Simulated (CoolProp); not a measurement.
Vapour-liquid equilibrium of propane (1) + isobutene (2) at 0.0134 MPa; x and y are mole fractions of (1).

Computed with CoolProp (multi-fluid Helmholtz-energy mixture model, Lemmon 2009 and Lemmon 2005; pair parameters Bell 2016).

| x | bubble temperature, mixture model (K) | bubble temperature, Raoult's law (K) | y, mixture model | y, Raoult's law |
|---|---|---|---|---|
| 0.05 | 218.4 | 220.3 | 0.311 | 0.230 |
| 0.125 | 213.1 | 215.9 | 0.541 | 0.460 |
| 0.2 | 209.6 | 212.3 | 0.661 | 0.610 |
| 0.275 | 207.1 | 209.3 | 0.737 | 0.711 |
| 0.35 | 205.0 | 206.7 | 0.790 | 0.784 |
| 0.425 | 203.3 | 204.5 | 0.831 | 0.837 |
| 0.5 | 201.7 | 202.5 | 0.865 | 0.877 |
| 0.575 | 200.3 | 200.8 | 0.895 | 0.908 |
| 0.65 | 198.9 | 199.2 | 0.920 | 0.933 |
| 0.725 | 197.7 | 197.8 | 0.942 | 0.953 |
| 0.8 | 196.4 | 196.5 | 0.961 | 0.969 |
| 0.875 | 195.3 | 195.3 | 0.978 | 0.982 |
| 0.95 | 194.2 | 194.2 | 0.992 | 0.994 |

The largest gap from Raoult's law is -2.8 K in bubble temperature, at x = 0.125. No azeotrope shows between x = 0.05 and 0.95.

The pair parameters rest on a limited set of measurements; away from them the model extrapolates.
